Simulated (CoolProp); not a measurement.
The fluid at 298.15 K and 0.541 MPa (gas) is heated at constant pressure to 326.2 K. The same conditions are run with several fluids, on thermodynamics alone (safety and materials aside).

Computed with CoolProp (reference Helmholtz-energy equation of state of each fluid (C3F8 (R218): Lemmon 2006; C2F6 (R116): Lemmon 2006; carbon monoxide: Lemmon 2006; CH2F2 (R32): Tillner-Roth 1997; hydrogen sulfide: Lemmon 2006)).

```
fluid             heat (kJ/kg)  final density (kg/m³)
----------------  ------------  ---------------------
C3F8 (R218)                  …                      …
C2F6 (R116)                  …                      …
carbon monoxide              …                   5.59
CH2F2 (R32)                  …                   10.9
hydrogen sulfide          30.0                      …
```

Problem. What belongs in the gaps?

Solution. 
- C3F8 (R218), heat (kJ/kg): 24.3
- C3F8 (R218), final density (kg/m³): 41.1
- C2F6 (R116), heat (kJ/kg): 22.9
- C2F6 (R116), final density (kg/m³): 28.7
- carbon monoxide, heat (kJ/kg): 29.4
- CH2F2 (R32), heat (kJ/kg): 26.7
- hydrogen sulfide, final density (kg/m³): 7.02
